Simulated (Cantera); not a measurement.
Feed: 1 mol Si2Cl6, a varied amount of NH3, held at 18.0 mbar.

Method: chemical equilibrium by Gibbs-energy minimisation in Cantera with the NASA 1993 tables (ideal gas, pure condensed phases). Candidate condensed phases: NH4Cl, Si, Si3N4; 28 gas species. The feed counts by its element totals alone. The tables' values for SiCl3 are old estimates. Kinetics and transport are ignored.

Stable condensed phases, one row left out:

```
T in K \ n(NH3) in mol
           1 2.6 4.2 5.8 7.4   9  11  12  14  15  17  19
   1700    A   A   B   B   B   B   B   B   B   B   B   B
   1625    A   B   B   B   B   B   B   B   B   B   B   B
   1475    B   B   B   B   B   B   B   B   B   B   B   B
   1400    B   B   B   B   B   B   B   B   B   B   B   B
   1325    B   B   B   B   B   B   B   B   B   B   B   B
   1250    B   B   B   B   B   B   B   B   B   B   B   B
   1175    B   B   B   B   B   B   B   B   B   B   B   B
   1100    B   B   B   B   B   B   B   B   B   B   B   B
   1025    B   B   B   B   B   B   B   B   B   B   B   B
    950    B   B   B   B   B   B   B   B   B   B   B   B
    875    B   B   B   B   B   B   B   B   B   B   B   B
    800    B   B   B   B   B   B   B   B   B   B   B   B
    725    B   B   B   B   B   B   B   B   B   B   B   B
```

A: gas only; B: Si3N4.

Question: Give the row for 1550 K.

Answer: 1: Si3N4; 2.6: Si3N4; 4.2: Si3N4; 5.8: Si3N4; 7.4: Si3N4; 9: Si3N4; 11: Si3N4; 12: Si3N4; 14: Si3N4; 15: Si3N4; 17: Si3N4; 19: Si3N4.
